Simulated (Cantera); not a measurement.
Input: 1 mol CH2F2, 1.5 mol H2, held at 2900 K and 2600 Pa.

These are equilibrium values from Cantera (NASA tables, ideal gas, pure condensed phases), not measurements of a reactor. Candidate condensed phases: C, C6H6, C7H8, C8H18; 95 gas species. Rates play no part.

Base state: HF 0.473, H 0.313, H2 0.193, C2H2 (acetylene) 0.00890, C3 0.00398, F 0.00394, C2H 0.00214, C 0.000728 (mole fractions); condensed: C(graphite).

What changes in the equilibrium state with this change: pressure from 2600 Pa to 16000 Pa?


```tsv
species	before	after
HF	0.473	0.524
H2	0.193	0.301
H	0.313	0.158
C2H2 (acetylene)	0.00890	0.0139
C4	1.00e-5	1.63e-6
C5	5.32e-5	8.65e-6
C3	0.00398	0.000646
C2	0.000396	6.44e-5
C(graphite), mol	0.845	0.872
```

What changes in the equilibrium state with this change: temperature from 2900 K to 3148.15 K?


```csv
species,before,after
H,0.313,0.436
HF,0.473,0.386
H2,0.193,0.0831
C3,0.00398,0.0478
F,0.00394,0.0162
C5,5.32e-5,0.00124
C4,1.00e-5,0.000233
C2,0.000396,0.00520
C,0.000728,0.00717
"C(graphite), mol",0.845,0
```

What changes in the equilibrium state with this change: H2 from 1.5 to 4.8 mol?


```
species             before     after
----------------  --------  --------
H                    0.313     0.412
H2                   0.193     0.333
HF                   0.473     0.230
C2H2 (acetylene)   0.00890    0.0154
CF                0.000367  0.000136
F                  0.00394   0.00146
C(graphite), mol     0.845     0.554
```
